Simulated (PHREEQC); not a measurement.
Solution (70 °C): 0.021 mol/kgw Cd(NO3)2, 0.00011 mol/kgw K2SO4 and 0.0034 mol/kgw Fe(NO3)3. Closed to the air; pH follows from the charge balance.

Equilibrium calculation in PHREEQC: ion-association model, phreeqc.dat.

This is a speciation only: nothing precipitates in the calculation.

Task: Estimate the pH.

Result: pH 2.52.

Task: In which forms is Cd present?

Result: Cd+2 98 %, CdNO3+ 1.5 % of the Cd.

The solution is supersaturated, for example in Jarosite-K, Hematite (slow to form), so a real one may precipitate; this is no full list. Constants without temperature data keep their 25 °C values here.
